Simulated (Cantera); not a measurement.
## Hydrocarbon pyrolysis for carbon deposition

A perfectly stirred reactor is fed with 18.9 % C2H6, 81.1 % N2, at 0.0133 bar; it is held at 1125 K, and followed from long to short residence time.

Computed with Cantera and GRI-Mech 3.0 (53 species, 325 reactions). GRI-Mech 3.0 stops at C3 and has no aromatics, soot or wall deposition, so with more carbon than oxygen in the feed, carbon stays in small species such as C2H2 where larger ones or solid carbon would form. Radical loss at walls, strong at low pressure, is not modelled.

```
τ (s)    x C2H6    x C2H4    x CH3     x HCN     x CH4     x CH2    x C2H2
------  -------  --------  -------  --------  --------  --------  --------
16      0.00733    0.0760  1.54e-5  8.12e-12    0.0308  1.44e-10    0.0548
5.8      0.0177    0.0943  2.38e-5  7.52e-12    0.0303  2.78e-10    0.0317
2.1      0.0425    0.0959  3.61e-5  6.16e-12    0.0248  4.85e-10    0.0141
0.77     0.0886    0.0722  4.98e-5  4.65e-12    0.0146  6.99e-10   0.00468
0.28      0.139    0.0375  5.92e-5  3.67e-12   0.00605  8.20e-10   0.00109
0.10      0.170    0.0145  5.87e-5  2.82e-12   0.00197  7.51e-10  0.000167
0.037     0.183   0.00461  4.58e-5  1.65e-12  0.000544  4.71e-10   1.71e-5
0.013     0.187  0.000934  2.45e-5    <1e-12  0.000101  1.42e-10   6.89e-7
0.0048    0.188  0.000123  1.31e-5    <1e-12   1.97e-5  3.18e-11   1.27e-8
```
x: mole fraction; the columns are a selection and need not sum to one.
